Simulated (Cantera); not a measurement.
Input: 1 mol Si2H6, 25 mol NO, 74 mol H2, equilibrated at 1750 K and 133 Pa.

These are equilibrium values from Cantera (NASA tables, ideal gas, pure condensed phases), not measurements of a reactor. Candidate condensed phases: H2O, Si, SiO2, Si2N2O, Si3N4; 35 gas species. The feed counts by its element totals alone. The tables hold silica as quartz up to 1696 K and as liquid above; real silica turns to tridymite and cristobalite and melts near 1996 K. The numbers say what is thermodynamically allowed, not how fast it happens.

Base state: H2 0.619, H2O 0.235, N2 0.139, H 0.00501, SiO 0.00159, OH 0.000112 (mole fractions); condensed: SiO2(condensed).

Q: What changes in the equilibrium state with this change: Si2H6 replaced by HMDSO?

A: 
```json
[
 {"species": "H2", "before": "0.619", "after": "0.655"},
 {"species": "H2O", "before": "0.235", "after": "0.156"},
 {"species": "N2", "before": "0.139", "after": "0.123"},
 {"species": "CO", "before": "0", "after": "0.0552"},
 {"species": "SiO", "before": "0.00159", "after": "0.00254"},
 {"species": "CO2", "before": "0", "after": "0.00362"},
 {"species": "OH", "before": "0.000112", "after": "7.18e-5"},
 {"species": "H", "before": "0.00501", "after": "0.00516"},
 {"species": "SiO2(condensed), mol", "before": "1.86", "after": "1.74"}
]
```
Further candidate phases: C, C6H6, C7H8, C8H18, SiC.
